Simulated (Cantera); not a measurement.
Mixture: C2H4 : O2 : N2 : CO2 = 1 : 1.88 : 7.05 : 0.25 (molar parts), at 5.00 bar, adiabatic and at constant pressure. Ignition delay is the time to a rise of 400 K.

Model: GRI-Mech 3.0 (53 species, 325 reactions), integrated in Cantera. GRI-Mech 3.0 was tuned for natural gas; its chemistry of ethylene as a main component is partial and can be far from experiment.

### Question
What does this change do: C2H4 1 to 0.68 parts?

### Answer
```tsv
quantity	before	after
delay at 1125 K	6.59 ms	6.25 ms
delay at 1225 K	0.438 ms	0.423 ms
delay at 1325 K	50.2 µs	48.8 µs
delay at 1425 K	13.5 µs	14.3 µs
delay at 1525 K	6.72 µs	7.40 µs
delay at 1625 K	4.23 µs	4.69 µs
apparent activation energy between 1425 and 1625 K	110 kJ/mol	110 kJ/mol
```

### Question
What does this change do: pressure from 5.00 bar to 10.0 bar?

### Answer
| quantity | before | after |
|---|---|---|
| delay at 1125 K | 6.59 ms | 6.08 ms |
| delay at 1225 K | 0.438 ms | 0.525 ms |
| delay at 1325 K | 50.2 µs | 57.7 µs |
| delay at 1425 K | 13.5 µs | 10.9 µs |
| delay at 1525 K | 6.72 µs | 4.28 µs |
| delay at 1625 K | 4.23 µs | 2.44 µs |
| apparent activation energy between 1425 and 1625 K | 110 kJ/mol | 140 kJ/mol |
